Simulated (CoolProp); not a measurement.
Vapour-liquid equilibrium of m-xylene (1) + n-undecane (2) at 162.65 °C; x and y are mole fractions of (1).

Computed with CoolProp (multi-fluid Helmholtz-energy mixture model, Zhou 2012 and Aleksandrov 2011; pair parameters Bell 2016).

```json
[
 {"x": "0.05", "bubble pressure, mixture model (kPa)": "48.11", "bubble pressure, Raoult's law (kPa)": "48.73", "y, mixture model": "0.173", "y, Raoult's law": "0.188"},
 {"x": "0.125", "bubble pressure, mixture model (kPa)": "57.85", "bubble pressure, Raoult's law (kPa)": "59.36", "y, mixture model": "0.361", "y, Raoult's law": "0.386"},
 {"x": "0.2", "bubble pressure, mixture model (kPa)": "67.68", "bubble pressure, Raoult's law (kPa)": "69.99", "y, mixture model": "0.497", "y, Raoult's law": "0.524"},
 {"x": "0.275", "bubble pressure, mixture model (kPa)": "77.64", "bubble pressure, Raoult's law (kPa)": "80.62", "y, mixture model": "0.600", "y, Raoult's law": "0.626"},
 {"x": "0.35", "bubble pressure, mixture model (kPa)": "[?]", "bubble pressure, Raoult's law (kPa)": "91.26", "y, mixture model": "0.681", "y, Raoult's law": "0.703"},
 {"x": "0.425", "bubble pressure, mixture model (kPa)": "[?]", "bubble pressure, Raoult's law (kPa)": "101.9", "y, mixture model": "0.746", "y, Raoult's law": "0.765"},
 {"x": "0.5", "bubble pressure, mixture model (kPa)": "108.6", "bubble pressure, Raoult's law (kPa)": "112.5", "y, mixture model": "0.800", "y, Raoult's law": "0.815"},
 {"x": "0.575", "bubble pressure, mixture model (kPa)": "[?]", "bubble pressure, Raoult's law (kPa)": "123.2", "y, mixture model": "0.845", "y, Raoult's law": "0.856"},
 {"x": "0.65", "bubble pressure, mixture model (kPa)": "130.4", "bubble pressure, Raoult's law (kPa)": "133.8", "y, mixture model": "0.883", "y, Raoult's law": "0.891"},
 {"x": "0.725", "bubble pressure, mixture model (kPa)": "141.5", "bubble pressure, Raoult's law (kPa)": "144.4", "y, mixture model": "0.915", "y, Raoult's law": "0.921"},
 {"x": "0.8", "bubble pressure, mixture model (kPa)": "152.8", "bubble pressure, Raoult's law (kPa)": "155.1", "y, mixture model": "0.943", "y, Raoult's law": "0.946"},
 {"x": "0.875", "bubble pressure, mixture model (kPa)": "[?]", "bubble pressure, Raoult's law (kPa)": "165.7", "y, mixture model": "0.967", "y, Raoult's law": "0.969"},
 {"x": "0.95", "bubble pressure, mixture model (kPa)": "175.8", "bubble pressure, Raoult's law (kPa)": "176.3", "y, mixture model": "0.988", "y, Raoult's law": "0.988"}
]
```

Problem. What belongs in the gaps?

Solution. 
- 0.35, bubble pressure, mixture model (kPa): 87.77
- 0.425, bubble pressure, mixture model (kPa): 98.09
- 0.575, bubble pressure, mixture model (kPa): 119.4
- 0.875, bubble pressure, mixture model (kPa): 164.3

The largest gap from Raoult's law is -3.8 % in bubble pressure, at x = 0.35. No azeotrope shows between x = 0.05 and 0.95.

Pair parameters are fitted to limited data, so mixtures are less certain than the pure fluids.
